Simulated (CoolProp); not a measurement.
Carbon dioxide at 298.15 K and 4.38 MPa is throttled through a valve to 2.05 MPa with no heat exchange. Each further row changes one setting.

Computed with CoolProp (reference Helmholtz-energy equation of state, Span 1996).

| case | temperature change (K) | final density (kg/m³) |
|---|---|---|
| as stated | ? | ? |
| outlet pressure 0.615 MPa | ? | ? |
| outlet pressure 2.67 MPa | ? | ? |

**Question.** Some entries are withheld; supply them.

**Answer.** 
- as stated, temperature change (K): -29.5
- as stated, final density (kg/m³): 48.4
- outlet pressure 0.615 MPa, temperature change (K): -53.0
- outlet pressure 0.615 MPa, final density (kg/m³): 14.1
- outlet pressure 2.67 MPa, temperature change (K): -20.8
- outlet pressure 2.67 MPa, final density (kg/m³): 63.6
